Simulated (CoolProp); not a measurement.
A closed Brayton cycle with nitrogen: compressor inlet 323.15 K and 3.4 MPa, high pressure 10.6 MPa, turbine inlet 620 K, compressor efficiency 0.85, turbine efficiency 0.9, recuperator effectiveness 0.8 (on enthalpy, no pinch check). Each further row changes one setting.

The numbers come from the reference Helmholtz-energy equation of state, Span 2000 in CoolProp.

```json
[
 {"case": "as stated", "thermal efficiency (%)": "6.4", "net work (kJ/kg)": "10.6", "compressor to turbine work": "0.94", "compressor exit (K)": "470.3", "turbine exit (K)": "467.1"},
 {"case": "turbine inlet 570 K", "thermal efficiency (%)": "-2.8", "net work (kJ/kg)": "-3.06", "compressor to turbine work": "1.0", "compressor exit (K)": "470.3", "turbine exit (K)": "428.3"},
 {"case": "compressor inlet 333.15 K", "thermal efficiency (%)": "3.8", "net work (kJ/kg)": "5.66", "compressor to turbine work": "0.97", "compressor exit (K)": "484.6", "turbine exit (K)": "467.1"},
 {"case": "high pressure 9.01 MPa", "thermal efficiency (%)": "10.0", "net work (kJ/kg)": "15.6", "compressor to turbine work": "0.89", "compressor exit (K)": "446.2", "turbine exit (K)": "486.4"},
 {"case": "recuperator effectiveness 0.5", "thermal efficiency (%)": "6.4", "net work (kJ/kg)": "10.6", "compressor to turbine work": "0.94", "compressor exit (K)": "470.3", "turbine exit (K)": "467.1"}
]
```
